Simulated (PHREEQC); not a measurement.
A solution holds 11 mmol/kgw NH3, 9.6 mmol/kgw K2SiO3 and 22 mmol/kgw Na2CO3, at 25 °C. Closed to the air; pH follows from the charge balance.

All values are PHREEQC results (ion-association model, wateq4f.dat), not measurements.

No solid was allowed to form.

Task: Order these C species by the share of C that they hold, largest first: HCO3-, NaCO3-, CO3-2.

Result: CO3-2 (76 %), NaCO3- (23 %), HCO3- (1.2 %)

The pH is 11.86 and the ionic strength 0.0757 mol/kgw. Carbamate, which ammonia and carbonate form, is missing from the database.
